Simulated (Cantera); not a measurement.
Input (Python, Cantera) and output of one run.

```python
import numpy as np
import cantera as ct

gas_names = """
    H HNO HNO2 HNO3 HO2 H2 H2O H2O2 N NH NH2 NH3 NH2OH NO NO2 NO3 N2 N2H2 N2H4 N2O O OH O2 O3 Si SiH
    SiH2 SiH3 SiH4 SiN SiO SiO2 Si2 Si2N Si3
""".split()
cond_names = """
    H2O(s) H2O(L) Si(cr) Si(L) SiO2(Lqz) SiO2(hqz) SiO2(L) Si2N2O(s) Si3N4(a)
""".split()


# ... load() reads the species with a 1 bar reference pressure and builds the phases ...
atoms = {
    'SiH4': {'Si': 1, 'H': 4},
    'H2O': {'H': 2, 'O': 1},
    'H2': {'H': 2},
    'N2O': {'N': 2, 'O': 1},
}
top_T = {'Si2N2O(s)': 2100, 'Si3N4(a)': 2400}  # K; cautious upper limits of use, not melting points


# ... equilibrate(T, P, feed) seeds the gas with the atoms and calls Mixture.equilibrate('TP', solver="vcs", rtol=1e-11, max_steps=5000) ...
results = []
feed = {'SiH4': 1, 'H2O': 0.47, 'H2': 62, 'N2O': 0.1}  # mol
P = 7.3  # Pa
for T in [673, 773, 873, 973, 1073, 1173, 1273, 1373, 1473, 1573, 1673, 1773, 1873]:
    mix = equilibrate(T, P, feed)
    results.append((T, P, feed, dict(zip(mix.species_names, mix.species_moles))))
    x = sorted(zip(gas.X, gas.species_names), reverse=True)
    print(f"T = {T:g} K  P = {P:g} Pa  gas = {mix.phase_moles(0):.4g} mol")
    print("   x: " + "  ".join(f"{s} {v:.3e}" for v, s in x if v > 1e-06))
    print("   condensed (mol): " + ("  ".join(f"{mix.phase(i).name} {mix.phase_moles(i):.4g}"
          for i in range(1, mix.n_phases) if mix.phase_moles(i) > 1e-12) or "none"))
```

It prints:

```
T = 673 K  P = 7.3 Pa  gas = 64.47 mol
   x: H2 1.000e+00
   condensed (mol): Si(cr) 0.565  SiO2(Lqz) 0.235  Si2N2O(s) 0.1
T = 773 K  P = 7.3 Pa  gas = 64.47 mol
   x: H2 1.000e+00
   condensed (mol): Si(cr) 0.565  SiO2(Lqz) 0.235  Si2N2O(s) 0.1
T = 873 K  P = 7.3 Pa  gas = 64.47 mol
   x: H2 1.000e+00
   condensed (mol): Si(cr) 0.565  SiO2(hqz) 0.235  Si2N2O(s) 0.1
T = 973 K  P = 7.3 Pa  gas = 64.47 mol
   x: H2 1.000e+00  SiO 2.237e-06
   condensed (mol): Si(cr) 0.5649  SiO2(hqz) 0.2349  Si2N2O(s) 0.1
T = 1073 K  P = 7.3 Pa  gas = 64.48 mol
   x: H2 9.999e-01  SiO 1.218e-04  H 1.640e-06
   condensed (mol): Si(cr) 0.5611  SiO2(hqz) 0.2311  Si2N2O(s) 0.1
T = 1173 K  P = 7.3 Pa  gas = 64.68 mol
   x: H2 9.967e-01  SiO 3.315e-03  H 1.378e-05
   condensed (mol): Si(cr) 0.4578  SiO2(hqz) 0.1278  Si2N2O(s) 0.1
T = 1273 K  P = 7.3 Pa  gas = 64.94 mol
   x: H2 9.927e-01  SiO 7.245e-03  H 8.316e-05  N2 7.888e-06
   condensed (mol): Si(cr) 0.3305  Si2N2O(s) 0.09949
T = 1373 K  P = 7.3 Pa  gas = 65.15 mol
   x: H2 9.893e-01  SiO 8.749e-03  N2 1.535e-03  H 3.877e-04  Si 5.313e-06
   condensed (mol): Si(cr) 0.4296
T = 1473 K  P = 7.3 Pa  gas = 65.19 mol
   x: H2 9.882e-01  SiO 8.743e-03  N2 1.534e-03  H 1.472e-03  Si 7.499e-05  SiH 2.289e-06  SiH2 1.039e-06
   condensed (mol): Si(cr) 0.4249
T = 1573 K  P = 7.3 Pa  gas = 65.34 mol
   x: H2 9.843e-01  SiO 8.723e-03  H 4.721e-03  N2 1.530e-03  Si 7.532e-04  SiH 1.537e-05  SiH2 3.612e-06  Si2 1.581e-06
   condensed (mol): Si(cr) 0.3792
T = 1673 K  P = 7.3 Pa  gas = 65.96 mol
   x: H2 9.709e-01  H 1.313e-02  SiO 8.642e-03  Si 5.723e-03  N2 1.514e-03  SiH 8.144e-05  Si2 2.203e-05  SiH2 1.069e-05  Si3 5.438e-06  Si2N 2.272e-06  SiN 1.262e-06
   condensed (mol): Si(cr) 0.04211
T = 1773 K  P = 7.3 Pa  gas = 66.65 mol
   x: H2 9.510e-01  H 3.247e-02  SiO 8.552e-03  Si 6.363e-03  N2 1.500e-03  SiH 6.545e-05  Si2 7.717e-06  SiH2 5.117e-06  SiN 1.011e-06
   condensed (mol): none
T = 1873 K  P = 7.3 Pa  gas = 68.02 mol
   x: H2 9.117e-01  H 7.213e-02  SiO 8.380e-03  Si 6.266e-03  N2 1.470e-03  SiH 4.763e-05  Si2 2.426e-06  SiH2 2.320e-06
   condensed (mol): none
```

Method: chemical equilibrium by Gibbs-energy minimisation in Cantera with the NASA 1993 tables (ideal gas, pure condensed phases). Mutual solubility and eutectic melting of coexisting phases are not modelled. The tables hold silica as quartz up to 1696 K and as liquid above; real silica turns to tridymite and cristobalite and melts near 1996 K. Gases not in the tables: Si2H6 and higher silanes.
